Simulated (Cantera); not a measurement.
Charge: 1 mol MgO, 2.6 mol H2, held at 2850 K and 2.60 bar.

Equilibrium computed with Cantera from the NASA thermochemical tables; the gas is ideal and each condensed phase is pure. Candidate condensed phases: H2O, Mg, MgO, Mg(OH)2; 15 gas species. The tables' values for MgH are old estimates; treat these amounts as uncertain. Kinetics and transport are ignored.

Base state: H2 0.670, H2O 0.133, Mg 0.132, H 0.0494, MgOH 0.00769, MgH 0.00392, OH 0.00287, MgO 0.000907 (mole fractions); condensed: MgO(s).

**Question.** What changes in the equilibrium state with this change: temperature from 2850 K to 1750 K?

**Answer.** 
```
species        before     after
-----------  --------  --------
H2              0.670     0.999
H2O             0.133  0.000314
Mg              0.132  0.000307
H              0.0494  0.000144
OH            0.00287   2.66e-9
MgO          0.000907     <1e-9
Mg(OH)2      0.000586   1.24e-9
O            0.000132     <1e-9
MgOH          0.00769   1.68e-7
MgO(s), mol     0.547     0.999
```
